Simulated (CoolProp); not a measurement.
Model: reference Helmholtz-energy equation of state, Lemmon 2006, in CoolProp. It is a short technical equation, of lower accuracy than the large ones.

Question: Give the vapour pressure (MPa), liquid density (kg/m³), vapour Z, vapour viscosity (µPa s) of saturated n-nonane at 301.2, 306.7 K.

Answer: 
```
T (K)   p (MPa)  liquid density (kg/m³)  vapour Z  vapour viscosity (µPa s)
-----  --------  ----------------------  --------  ------------------------
301.2  0.000702                     712     0.999                      5.49
306.7  0.000977                     707     0.998                      5.59
```

Viscosity comes from a separate model (Huber 2004).
